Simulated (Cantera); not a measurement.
Gas mixture: 100 % NO, at 20.0 Torr, frozen composition.

Cantera's kinetic-theory transport with the Lennard-Jones parameters of GRI-Mech 3.0, ideal gas; thermal conductivity in the mixture-averaged form.

D: mixture-averaged diffusion coefficient of that species in the mixture.

```json
[
 {"T (K)": "400", "ρ (kg/m³)": "0.0241", "cp (J/kg/K)": "998.6", "μ (µPa s)": "23.1", "λ (mW/m/K)": "32.4", "Pr": "0.712", "D (cm²/s) NH3": "14.3", "D (cm²/s) OH": "19.6", "D (cm²/s) C2H2": "10.5"},
 {"T (K)": "500", "ρ (kg/m³)": "0.0192", "cp (J/kg/K)": "1016", "μ (µPa s)": "27.0", "λ (mW/m/K)": "38.8", "Pr": "0.708", "D (cm²/s) NH3": "21.7", "D (cm²/s) OH": "28.7", "D (cm²/s) C2H2": "15.5"},
 {"T (K)": "600", "ρ (kg/m³)": "0.0160", "cp (J/kg/K)": "1041", "μ (µPa s)": "30.6", "λ (mW/m/K)": "45.1", "Pr": "0.706", "D (cm²/s) NH3": "30.1", "D (cm²/s) OH": "39.1", "D (cm²/s) C2H2": "21.3"},
 {"T (K)": "700", "ρ (kg/m³)": "0.0137", "cp (J/kg/K)": "1067", "μ (µPa s)": "___", "λ (mW/m/K)": "___", "Pr": "0.707", "D (cm²/s) NH3": "___", "D (cm²/s) OH": "___", "D (cm²/s) C2H2": "___"},
 {"T (K)": "800", "ρ (kg/m³)": "0.0120", "cp (J/kg/K)": "1092", "μ (µPa s)": "37.1", "λ (mW/m/K)": "___", "Pr": "0.708", "D (cm²/s) NH3": "___", "D (cm²/s) OH": "___", "D (cm²/s) C2H2": "___"},
 {"T (K)": "900", "ρ (kg/m³)": "0.0107", "cp (J/kg/K)": "1114", "μ (µPa s)": "40.1", "λ (mW/m/K)": "63.0", "Pr": "0.708", "D (cm²/s) NH3": "61.5", "D (cm²/s) OH": "77.1", "D (cm²/s) C2H2": "42.6"}
]
```

**Question.** Fill in the missing entries.

**Answer.** 
- 700, μ (µPa s): 34.0
- 700, λ (mW/m/K): 51.3
- 700, D (cm²/s) NH3: 39.6
- 700, D (cm²/s) OH: 50.7
- 700, D (cm²/s) C2H2: 27.8
- 800, λ (mW/m/K): 57.3
- 800, D (cm²/s) NH3: 50.1
- 800, D (cm²/s) OH: 63.4
- 800, D (cm²/s) C2H2: 34.9
